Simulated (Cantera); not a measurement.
# Carbothermic reduction: SiO2 + C + CO

A closed system holds: 1 mol SiO2, 7.7 mol C, 0.1 mol CO, equilibrated at 2373.15 K and 653 Torr.

Method: chemical equilibrium by Gibbs-energy minimisation in Cantera with the NASA 1993 tables (ideal gas, pure condensed phases). Candidate condensed phases: C, Si, SiC, SiO2; 20 gas species. The numbers say what is thermodynamically allowed, not how fast it happens.

The x(CO) comes out as 0.981. The x(SiO) comes out as 0.0188, the x(Si) is 0.000351 and the x(SiC2) is 6.19e-5. The x(Si2C) comes out as 3.55e-5. The x(CO2) comes out as 4.86e-6 and the x(Si2) is 1.34e-6. The n(C(graphite)) is 4.78 mol and the n(SiC(s)) comes out as 0.959 mol. The gas amount comes out as 2.101 mol and the log10 activity of Si(l) (absent) is -0.76.
